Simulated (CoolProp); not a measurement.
A single-stage vapour-compression cycle with the fluid: evaporating at 208.15 K (dew point), condensing at 238.15 K (bubble point), superheat 0 K, subcooling 5 K, compressor efficiency 0.8, no pressure losses. The same conditions are run with several fluids, on thermodynamics alone (safety and materials aside).

Model: reference Helmholtz-energy equation of state of each fluid (R407C: Lemmon 2003; R125: Lemmon 2005; R134a: Tillner-Roth 1994; dimethyl ether: Wu 2011; ammonia: Gao 2020; R22: Kamei 1995), in CoolProp. Blends and air are pseudo-pure fits.

```csv
fluid,cooling COP,pressure ratio,discharge temperature (K),refrigerating effect (kJ/kg),volumetric capacity (kJ/m³)
R407C,3.97,7.53,…,227,230
R125,5.09,4.54,253.5,145,…
R134a,5.14,…,…,210,…
dimethyl ether,5.12,…,278.4,454,144
ammonia,4.79,5.97,…,1350,208
R22,5.07,…,284.4,221,313
```

**Question.** Some entries are withheld; supply them.

**Answer.** 
- R407C, discharge temperature (K): 288.2
- R125, volumetric capacity (kJ/m³): 420
- R134a, pressure ratio: 5.81
- R134a, discharge temperature (K): 266.3
- R134a, volumetric capacity (kJ/m³): 142
- dimethyl ether, pressure ratio: 5.39
- ammonia, discharge temperature (K): 344.5
- R22, pressure ratio: 4.72
